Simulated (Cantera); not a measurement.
What does this Cantera script print?

```python
import numpy as np
import cantera as ct

gas = ct.Solution("gri30.yaml")
gas.TPX = 1098, 130, {'H2': 0.0065, 'O2': 0.65, 'N2': 3.5}
reactor = ct.IdealGasConstPressureReactor(gas, energy="off", clone=False)
net = ct.ReactorNet([reactor])
net.rtol, net.atol = 1e-08, 1e-18
show = ['H2', 'O2', 'H', 'H2O2', 'HO2', 'NO']
times = np.geomspace(6e-05, 30, 12)

steps = ct.SolutionArray(gas, extra=["t"])
rows = []
print(f"{'t/s':>10s}{'T/K':>9s}{'P/Pa':>11s}" + "".join(f"{s:>11s}" for s in show))
for t in times:
    while net.time < t:
        t_next = net.step()
        steps.append(gas.state, t=t_next)
    rows.append([np.interp(t, steps.t, y) for y in (steps.T, steps.P, *steps(*show).X.T)])
    print(f"{t:10.3e}{rows[-1][0]:9.1f}{rows[-1][1]:11.4g}" + "".join(f"{x:11.3e}" for x in rows[-1][2:]))
rate = np.gradient(steps.T, steps.t)
print("integrator steps:", len(steps.t))
if steps.T.max() > steps.T[0] + 200:
    print(f"time of steepest temperature rise: {steps.t[rate.argmax()]:.4e} s")
gas.TPX = 1098, 130, {'H2': 0.0065, 'O2': 0.65, 'N2': 3.5}
gas.equilibrate("TP")
print(f"equilibrium (TP): T = {gas.T:.1f} K  " + "  ".join(f"{s} {gas[s].X[0]:.3e}" for s in show))
```

It prints:

```
       t/s      T/K       P/Pa         H2         O2          H       H2O2        HO2         NO
 6.000e-05   1098.0        130  1.564e-03  1.564e-01  1.580e-13  2.357e-20  1.591e-13  3.395e-29
 1.978e-04   1098.0        130  1.564e-03  1.564e-01  5.133e-13  2.478e-19  5.246e-13  1.076e-27
 6.521e-04   1098.0        130  1.564e-03  1.564e-01  1.613e-12  2.651e-18  1.730e-12  3.622e-26
 2.150e-03   1098.0        130  1.564e-03  1.564e-01  4.582e-12  2.882e-17  5.703e-12  1.440e-24
 7.088e-03   1098.0        130  1.564e-03  1.564e-01  1.031e-11  3.123e-16  1.880e-11  5.042e-23
 2.337e-02   1098.0        130  1.564e-03  1.564e-01  2.041e-11  3.364e-15  6.200e-11  1.258e-21
 7.703e-02   1098.0        130  1.564e-03  1.564e-01  8.033e-11  3.573e-14  2.045e-10  3.050e-20
 2.540e-01   1098.0        130  1.564e-03  1.564e-01  3.658e-09  3.638e-13  6.946e-10  2.957e-18
 8.373e-01   1098.0        130  4.647e-04  1.554e-01  1.503e-04  2.119e-09  4.288e-08  1.255e-11
 2.760e+00   1098.0        130  6.720e-06  1.549e-01  8.974e-05  2.821e-10  2.365e-08  4.698e-10
 9.100e+00   1098.0        130  6.112e-06  1.550e-01  7.748e-05  2.822e-10  2.275e-08  1.820e-09
 3.000e+01   1098.0        130  4.583e-06  1.552e-01  4.965e-05  2.806e-10  2.013e-08  4.961e-09
integrator steps: 735
equilibrium (TP): T = 1098.0 K  H2 1.389e-10  O2 1.557e-01  H 8.137e-12  H2O2 1.969e-13  HO2 7.369e-11  NO 7.474e-05
```

Model: GRI-Mech 3.0 (53 species, 325 reactions), integrated in Cantera. Radical loss at walls, strong at low pressure, is not modelled.
